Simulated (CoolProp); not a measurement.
Vapour-liquid equilibrium of propane (1) + R113 (2) at -23.75 °C; x and y are mole fractions of (1).

Model: multi-fluid Helmholtz-energy mixture model, Lemmon 2009 and Marx 1992; pair parameters Bell 2016, in CoolProp.

| x | bubble pressure, mixture model (MPa) | bubble pressure, Raoult's law (MPa) | y, mixture model | y, Raoult's law |
|---|---|---|---|---|
| 0.05 | 0.01858 | 0.01461 | … | 0.729 |
| 0.2 | … | 0.04596 | … | 0.928 |
| 0.35 | … | 0.07731 | 0.967 | 0.965 |
| 0.5 | 0.1215 | 0.1087 | 0.979 | 0.981 |
| 0.65 | … | 0.1400 | 0.987 | 0.990 |
| 0.8 | … | 0.1714 | 0.993 | 0.995 |
| 0.95 | 0.2025 | 0.2027 | 0.998 | 0.999 |

### Question
Complete the blanks.

### Answer

- 0.05, y, mixture model: 0.785
- 0.2, bubble pressure, mixture model (MPa): 0.05834
- 0.2, y, mixture model: 0.940
- 0.35, bubble pressure, mixture model (MPa): 0.09234
- 0.65, bubble pressure, mixture model (MPa): 0.1478
- 0.8, bubble pressure, mixture model (MPa): 0.1739

The largest gap from Raoult's law is +27.2 % in bubble pressure, at x = 0.05. No azeotrope shows between x = 0.05 and 0.95.

Pair parameters are fitted to limited data, so mixtures are less certain than the pure fluids.
